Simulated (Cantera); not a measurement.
Input (Python, Cantera) and output of one run.

```python
import numpy as np
import cantera as ct

gas_names = """
    Fe FeO Fe(OH)2 H HO2 H2 H2O H2O2 H2S H2SO4 O OH O2 O3 S SH SO SO2 SO3 S2 S2O S8
""".split()
cond_names = """
    Fe(a) Fe(c) Fe(d) Fe(L) FeO(s) FeO(L) Fe(OH)2(s) Fe(OH)3(s) FeS(a) FeS(b) FeS(c) FeS(L) FeSO4(s)
    FeS2(s) Fe2O3(s) Fe2S3O12(s) Fe3O4(s) H2O(s) H2O(L) H2SO4(L) S(cr1) S(cr2) S(L)
""".split()


# ... load() reads the species with a 1 bar reference pressure and builds the phases ...
atoms = {
    'Fe2O3': {'Fe': 2, 'O': 3},
    'H2S': {'H': 2, 'S': 1},
    'H2O': {'H': 2, 'O': 1},
}
top_T = {'FeSO4(s)': 950, 'FeS2(s)': 1010, 'Fe2O3(s)': 1830, 'Fe2S3O12(s)': 1100, 'Fe3O4(s)': 1870}  # K; cautious upper limits of use, not melting points


# ... equilibrate(T, P, feed) seeds the gas with the atoms and calls Mixture.equilibrate('TP', solver="vcs", rtol=1e-11, max_steps=5000) ...
results = []
feed = {'Fe2O3': 1, 'H2S': 0.12, 'H2O': 0.45}  # mol
T = 1650  # K
P = 1000  # Pa
mix = equilibrate(T, P, feed)
results.append((T, P, feed, dict(zip(mix.species_names, mix.species_moles))))
x = sorted(zip(gas.X, gas.species_names), reverse=True)
print(f"T = {T:g} K  P = {P:g} Pa  gas = {mix.phase_moles(0):.4g} mol")
print("   x: " + "  ".join(f"{s} {v:.3e}" for v, s in x if v > 0.0001))
print("   condensed (mol): " + ("  ".join(f"{mix.phase(i).name} {mix.phase_moles(i):.4g}"
      for i in range(1, mix.n_phases) if mix.phase_moles(i) > 1e-12) or "none"))
```

Output:

```
T = 1650 K  P = 1000 Pa  gas = 0.6902 mol
   x: H2O 8.134e-01  SO2 1.732e-01  H2 1.224e-02  SO 7.040e-04  OH 3.017e-04  H 1.005e-04
   condensed (mol): FeO(L) 0.05359  Fe3O4(s) 0.6488
```

These are equilibrium values from Cantera (NASA tables, ideal gas, pure condensed phases), not measurements of a reactor. Mutual solubility and eutectic melting of coexisting phases are not modelled. The tables' stoichiometric FeO is somewhat more stable than real wüstite, so its field is too wide. FeO: taken at fixed stoichiometry.
